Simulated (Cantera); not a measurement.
An isothermal, constant-pressure homogeneous reactor starts with CH₄ : H₂O = 1 : 4.6 (molar parts), at 1350 K and 130000 Pa.

Cantera simulation using GRI-Mech 3.0 (53 species, 325 reactions); the numbers are that mechanism's predictions, not measurements.

**Question.** Predict: x(CH₄) at 3.00 s; x(H₂O) at 3.00 s; x(CH₂CO) at 3.00 s; x(C₂H₂) at 3.00 s; x(H₂) at 3.00 s.

**Answer.** 
- x(CH₄) at 3.00 s: 0.139 (gas-phase equilibrium 9.38e-7)
- x(H₂O) at 3.00 s: 0.792 (gas-phase equilibrium 0.430)
- x(CH₂CO) at 3.00 s: 1.27e-5 (gas-phase equilibrium <1e-12)
- x(C₂H₂) at 3.00 s: 0.0140 (gas-phase equilibrium <1e-12)
- x(H₂) at 3.00 s: 0.0513 (gas-phase equilibrium 0.439)
